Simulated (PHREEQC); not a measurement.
Make-up at 80 °C: 2.2e-05 mol/kgw PbCl2, 0.044 mol/kgw NaCl and 0.00054 mol/kgw Cu(NO3)2. Closed to the air; pH follows from the charge balance.

All values are PHREEQC results (ion-association model, phreeqc.dat), not measurements.

This is a speciation only: nothing precipitates in the calculation.

Problem. Order these Pb species by the share of Pb that they hold, largest first: Pb+2, PbCl2, PbNO3+, PbCl+.

Solution. PbCl+ (69 %), Pb+2 (29 %), PbCl2 (1.3 %), PbNO3+ (0.20 %)

Problem. Order these Cu species by the share of Cu that they hold, largest first: Cu+2, Cu2(OH)2+2, CuCl2, CuCl+.

Solution. Cu+2 (64 %), CuCl+ (33 %), Cu2(OH)2+2 (1.6 %), CuCl2 (0.83 %)

The pH is 5.11 and the ionic strength 0.0453 mol/kgw. Away from 25 °C the constants follow the database's enthalpies or fits; those with neither stay at their 25 °C values.
